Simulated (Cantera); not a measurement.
What does this Cantera script print?

```python
import numpy as np
import cantera as ct

gas_names = """
    B BH BH2 BH3 BO BO2 B2 B2O B2O2 B2O3 B3O3H3 H HBO HBO2 HO2 H2 H2O H2O2 H3B3O6 O OH O2 O3
""".split()
cond_names = """
    B(b) B(L) B2O3(L) B3O3H3(cr) H2O(s) H2O(L)
""".split()


# ... load() reads the species with a 1 bar reference pressure and builds the phases ...
atoms = {
    'B2H6': {'B': 2, 'H': 6},
    'O2': {'O': 2},
    'H2': {'H': 2},
}
top_T = {}  # K; cautious upper limits of use, not melting points


# ... equilibrate(T, P, feed) seeds the gas with the atoms and calls Mixture.equilibrate('TP', solver="vcs", rtol=1e-11, max_steps=5000) ...
results = []
feed = {'B2H6': 1, 'O2': 0.11, 'H2': 4.8}  # mol
P = 65  # Pa
for T in [1223, 1298, 1373, 1448, 1523, 1598, 1673, 1748, 1823, 1898, 1973]:
    mix = equilibrate(T, P, feed)
    results.append((T, P, feed, dict(zip(mix.species_names, mix.species_moles))))

top = {s: max(r[3][s] / sum(r[3][g] for g in gas_names) for r in results) for s in gas_names}
cols = sorted((s for s in top if top[s] > 1e-05), key=lambda s: -top[s])[:5]
seen = [c for c in cond_names if any(r[3].get(c, 0) > 1e-12 for r in results)]
print("log10 of partial pressures in bar; condensed amounts in mol")
print(f"{'T/K':>10s}" + "".join(f"{s[:9]:>10s}" for s in cols + seen))
for T, P, feed, n in results:
    ng = sum(n[g] for g in gas_names)
    print(f"{T:10.4g}" + "".join(f"{np.log10(max(n[s] / ng * P / 1e5, 1e-99)):10.3f}" for s in cols)
          + "".join(f"{n.get(c, 0):10.4g}" for c in seen))
```

Result:

```
log10 of partial pressures in bar; condensed amounts in mol
       T/K        H2         H       HBO        BO      B2O2      B(b)   B2O3(L)
      1223    -3.189    -8.116    -5.654    -8.961    -6.844     1.842   0.06149
      1298    -3.193    -7.566    -5.148    -7.963    -5.956     1.815   0.03137
      1373    -3.197    -7.076    -4.922    -7.299    -5.610     1.785         0
      1448    -3.198    -6.634    -4.889    -6.876    -5.646     1.782         0
      1523    -3.198    -6.235    -4.870    -6.505    -5.697     1.781         0
      1598    -3.199    -5.873    -4.861    -6.178    -5.759      1.78         0
      1673    -3.200    -5.544    -4.862    -5.890    -5.834      1.78         0
      1748    -3.202    -5.242    -4.877    -5.641    -5.929     1.779         0
      1823    -3.206    -4.966    -4.909    -5.429    -6.051     1.778         0
      1898    -3.212    -4.713    -4.963    -5.258    -6.208     1.777         0
      1973    -3.222    -4.481    -5.040    -5.126    -6.404     1.775         0
```

Method: chemical equilibrium by Gibbs-energy minimisation in Cantera with the NASA 1993 tables (ideal gas, pure condensed phases). The feed counts by its element totals alone. Mutual solubility and eutectic melting of coexisting phases are not modelled. The tables' values for BH2 are old estimates; treat these amounts as uncertain.
